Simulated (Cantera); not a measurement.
Cantera run:

```python
import numpy as np
import cantera as ct

gas_names = """
    CL CL2 H HCL H2 N NH NH2 NH3 N2 N2H2 N2H4 Si SiCL SiCL2 SiCL3 SiCL4 SiH SiHCL3 SiH2 SiH2CL2 SiH3
    SiH3CL SiH4 SiN Si2 Si2N Si3
""".split()
cond_names = """
    NH4CL(a) NH4CL(b) Si(cr) Si(L) Si3N4(a)
""".split()


# ... load() reads the species with a 1 bar reference pressure and builds the phases ...
atoms = {
    'SiCl4': {'Si': 1, 'CL': 4},
    'HCl': {'H': 1, 'CL': 1},
    'N2': {'N': 2},
}
top_T = {'Si3N4(a)': 2400}  # K; cautious upper limits of use, not melting points


# ... equilibrate(T, P, feed) seeds the gas with the atoms and calls Mixture.equilibrate('TP', solver="vcs", rtol=1e-11, max_steps=5000) ...
results = []
T = 1048  # K
P = 170000  # Pa
for m in [7.7, 9.7, 12, 15, 19, 24, 29, 37, 46, 58, 72, 90]:
    feed = {'SiCl4': 1, 'HCl': 0.3, 'N2': m}  # mol
    mix = equilibrate(T, P, feed)
    results.append((T, P, feed, dict(zip(mix.species_names, mix.species_moles))))

top = {s: max(r[3][s] / sum(r[3][g] for g in gas_names) for r in results) for s in gas_names}
cols = sorted((s for s in top if top[s] > 0.001), key=lambda s: -top[s])[:7]
seen = [c for c in cond_names if any(r[3].get(c, 0) > 1e-12 for r in results)]
print("log10 of partial pressures in bar; condensed amounts in mol")
print(f"{'n(N2)':>10s}" + "".join(f"{s[:9]:>10s}" for s in cols + seen))
for T, P, feed, n in results:
    ng = sum(n[g] for g in gas_names)
    print(f"{feed['N2']:10.4g}" + "".join(f"{np.log10(max(n[s] / ng * P / 1e5, 1e-99)):10.3f}" for s in cols)
          + "".join(f"{n.get(c, 0):10.4g}" for c in seen))
```

Result:

```
log10 of partial pressures in bar; condensed amounts in mol
     n(N2)        N2     SiCL4       HCL
       7.7     0.163    -0.724    -1.247
       9.7     0.176    -0.811    -1.334
        12     0.186    -0.893    -1.416
        15     0.194    -0.982    -1.505
        19     0.202    -1.077    -1.600
        24     0.208    -1.173    -1.696
        29     0.211    -1.251    -1.774
        37     0.215    -1.353    -1.876
        46     0.218    -1.444    -1.967
        58     0.221    -1.543    -2.065
        72     0.223    -1.635    -2.158
        90     0.224    -1.730    -2.253
```

Equilibrium computed with Cantera from the NASA thermochemical tables; the gas is ideal and each condensed phase is pure.
